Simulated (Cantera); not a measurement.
**Catalytic combustion on Pt**

An isothermal plug-flow reactor at 950 K and 1.01 bar (inlet), inlet velocity 0.67 m/s, active area per volume 1600 1/m; feed H₂ : O₂ : N₂ = 0.0033 : 0.13 : 0.79 (molar parts).

Cantera simulation using Deutschmann's 1995 Pt surface mechanism with GRI-Mech 3.0 gas chemistry; the numbers are that mechanism's predictions, not measurements. Catalytic surfaces can have several steady states; this one follows from the mechanism file's or the stated starting coverage. Mass transfer to the wall is taken as infinitely fast.

```csv
z (m),x H₂,x O₂,x H₂O,θ free Pt,θ O*,θ OH*
3.9e-05,0.00215,0.140,0.00142,0.143,0.856,0.000951
6.9e-05,0.00148,0.140,0.00210,0.140,0.859,0.00100
0.00012,0.000792,0.140,0.00279,0.136,0.863,0.00105
0.00022,0.000239,0.139,0.00334,0.134,0.865,0.00109
0.00039,3.20e-5,0.139,0.00355,0.133,0.866,0.00110
0.00069,9.26e-7,0.139,0.00358,0.133,0.866,0.00110
0.0012,2.26e-9,0.139,0.00358,0.133,0.866,0.00110
0.0022,3.86e-12,0.139,0.00358,0.133,0.866,0.00110
0.0039,3.84e-12,0.139,0.00358,0.133,0.866,0.00110
```
x: gas mole fraction; θ: surface coverage.
